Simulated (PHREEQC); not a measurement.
Solution (39 °C): 0.0025 mol HF, 0.0015 mol H2SiF6, 0.00081 mol H3PO4 and 0.0015 mol HNO3 per kg of water. Closed to the air; pH follows from the charge balance.

Computed with PHREEQC (ion-association model, phreeqc.dat).

### Question
The ionic strength comes out as 0.00591 mol/kgw. What activity coefficients do H+, SiF6-2, NO3-, F-, HF2- get?

### Answer
H+ 0.93, SiF6-2 0.72, NO3- 0.92, F- 0.92, HF2- 0.92.

Precipitation was switched off in this run. Saturation is exceeded, for instance for Quartz (slow to form); the values hold only as long as no solid forms. Away from 25 °C the constants follow the database's enthalpies or fits; those with neither stay at their 25 °C values. SiF6-2 is the database's only silicon fluoride.
